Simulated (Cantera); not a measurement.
Cantera run, input and output.

```python
import numpy as np
import cantera as ct

gas = ct.Solution("gri30.yaml")


def delay(T, t_max=10):
    gas.TPX = T, 170000, {'CO': 1, 'H2': 0.98, 'CH4': 0.44, 'O2': 4.56, 'N2': 22.3}
    reactor = ct.IdealGasConstPressureReactor(gas, clone=False)
    net = ct.ReactorNet([reactor])
    net.rtol, net.atol = 1e-8, 1e-16
    while net.time < t_max:
        t_old, T_old = net.time, reactor.T
        net.step()
        if reactor.T > T + 400:  # ignition: a rise of 400 K
            return t_old + (T + 400 - T_old) / (reactor.T - T_old) * (net.time - t_old)
    return np.nan


taus = []
for T in [1025, 1125, 1225, 1325, 1425, 1525]:
    taus.append(delay(T))
    print(f"T0 = {T:6g} K   tau = {taus[-1]:.4e} s")
```

Output:

```
T0 =   1025 K   tau = 2.1347e-03 s
T0 =   1125 K   tau = 3.7278e-04 s
T0 =   1225 K   tau = 1.3836e-04 s
T0 =   1325 K   tau = 7.8180e-05 s
T0 =   1425 K   tau = 5.5909e-05 s
T0 =   1525 K   tau = 4.6122e-05 s
```

Cantera simulation using GRI-Mech 3.0 (53 species, 325 reactions); the numbers are that mechanism's predictions, not measurements. Where the delays flatten at high temperature, the 400 K rule measures the pace of heat release, not the induction time.
